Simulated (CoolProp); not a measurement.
The fluid at 298.15 K and 1.87 MPa flows at 19 m/s in a round tube of 1 mm bore and 0.25 µm roughness, fully developed (64/Re and Nu = 3.66 if laminar; Colebrook and Gnielinski if turbulent). The same conditions are run with several fluids, on thermodynamics alone (safety and materials aside).

Model: reference Helmholtz-energy equation of state of each fluid (n-heptane: Span 2003; R141b: Lemmon 2006; R142b: Lemmon 2006; R227EA: Lemmon 2016; n-nonane: Lemmon 2006), in CoolProp.

| fluid | Reynolds number | Darcy friction factor | pressure drop (Pa/m) | heat-transfer coefficient (W/(m² K)) | mass flow (kg/h) |
|---|---|---|---|---|---|
| n-heptane | 32500 | 0.0237 | 2920000 | 28800 | 36.6 |
| R141b | 56500 | 0.0213 | 4750000 | 30500 | 66.5 |
| R142b | [?] | 0.0196 | 3940000 | 35600 | 60.0 |
| R227EA | 107000 | [?] | [?] | 34200 | 75.1 |
| n-nonane | 20400 | 0.0263 | 3400000 | [?] | 38.4 |

**Question.** Complete the blanks.

**Answer.** 
- R142b, Reynolds number: 90200
- R227EA, Darcy friction factor: 0.0190
- R227EA, pressure drop (Pa/m): 4800000
- n-nonane, heat-transfer coefficient (W/(m² K)): 23500

Transport values come from each fluid's own correlations; those of R141b, R142b, R227EA are estimates that may be off by 10 % or more.
